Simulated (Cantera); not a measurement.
**Si2Cl6 + HCl + N2 (silicon epitaxy and polysilicon growth)**

A closed system holds: 1 mol Si2Cl6, 0.036 mol HCl, 21 mol N2, held at 850 K and 0.650 bar.

Method: chemical equilibrium by Gibbs-energy minimisation in Cantera with the NASA 1993 tables (ideal gas, pure condensed phases). Candidate condensed phases: NH4Cl, Si, Si3N4; 28 gas species. The feed counts by its element totals alone. N2 is the only nitrogen source here; it is nearly inert below about 1500 K, so the nitride shown seldom forms there in practice. Kinetics and transport are ignored.

```json
{
  "x(N2)": "0.931",
  "x(SiCl4)": "0.0676",
  "x(HCl)": "0.00161",
  "x(H2)": "7.45e-6",
  "n(Si3N4(s))": "0.167 mol",
  "gas_amount": "22.20 mol",
  "log10 activity of Si(s) (absent)": "-9.34"
}
```
